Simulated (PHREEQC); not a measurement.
Make-up at 90 °C: 0.018 mol HF, 0.0061 mol (CH3)4NF, 0.0089 mol (NH4)2SiF6 and 0.00014 mol HCl per kg of water. Closed to the air; pH follows from the charge balance.

All values are PHREEQC results (ion-association model, wateq4f.dat), not measurements.

| Property | Result |
|---|---|
| pH | 3.22 |
| ionic strength | 0.0334 mol/kgw |
| total alkalinity | -53.7 meq/kg |

```json
[
 {"species": "NH4+", "molality": "0.0178", "activity": "0.0146", "log γ": "-0.085"},
 {"species": "HF", "molality": "0.0174", "activity": "0.0175", "log γ": "0.003"},
 {"species": "SiF6-2", "molality": "0.00877", "activity": "0.00414", "log γ": "-0.326"},
 {"species": "F-", "molality": "0.00646", "activity": "0.00527", "log γ": "-0.088"},
 {"species": "(CH3)4N+", "molality": "0.00610", "activity": "0.00501", "log γ": "-0.086"},
 {"species": "H+", "molality": "0.000706", "activity": "0.000603", "log γ": "-0.069"},
 {"species": "HF2-", "molality": "0.000467", "activity": "0.000382", "log γ": "-0.088"},
 {"species": "Cl-", "molality": "0.000140", "activity": "0.000115", "log γ": "-0.087"},
 {"species": "H4SiO4", "molality": "0.000129", "activity": "0.000130", "log γ": "0.003"},
 {"species": "H2F2", "molality": "5.89e-5", "activity": "5.93e-5", "log γ": "0.003"},
 {"species": "NH3", "molality": "5.81e-7", "activity": "5.81e-7", "log γ": "0.000"}
]
```

No solid was allowed to form. (CH3)4N+ isn't in the database: it is added as a free cation with an ion size of 4 Å. Constants without temperature data keep their 25 °C values here. SiF6-2 is the database's only silicon fluoride.
